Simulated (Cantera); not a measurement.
# Aluminium nitride and oxide growth: AlCl3 + H2O + H2 + N2

Feed: 1 mol AlCl3, 4.2 mol H2O, a varied amount of H2, 3.7 mol N2, at 700 K and 4100 Pa.

Cantera equilibrium calculation (NASA polynomials, part measured and part estimated; ideal gas, pure solids and liquids). Candidate condensed phases: Al, AlCl3, AlN, Al2O3, H2O, NH4Cl; 45 gas species. Condensed phases not in the tables: AlOCl. Rates play no part.

| n(H2) (mol) | log p H2 | log p N2 | log p HCl | log p H2O | log p NH3 | n Al2O3(s) |
|---|---|---|---|---|---|---|
| 2 | -2.14 | -1.88 | -1.97 | -2.01 | -6.18 | 0.500 |
| 4.3 | -1.89 | -1.96 | -2.05 | -2.09 | -5.84 | 0.500 |
| 9.1 | -1.70 | -2.09 | -2.18 | -2.22 | -5.61 | 0.500 |
| 19 | -1.56 | -2.27 | -2.36 | -2.41 | -5.51 | 0.500 |
| 41 | -1.48 | -2.52 | -2.61 | -2.66 | -5.50 | 0.500 |
| 86 | -1.43 | -2.80 | -2.89 | -2.94 | -5.58 | 0.500 |
| 180 | -1.41 | -3.10 | -3.19 | -3.23 | -5.69 | 0.500 |
log p: log10 of the partial pressure in bar; n: condensed amount in mol.

From 2 mol H2 to 180 mol H2 the condensed part is Al2O3(s).
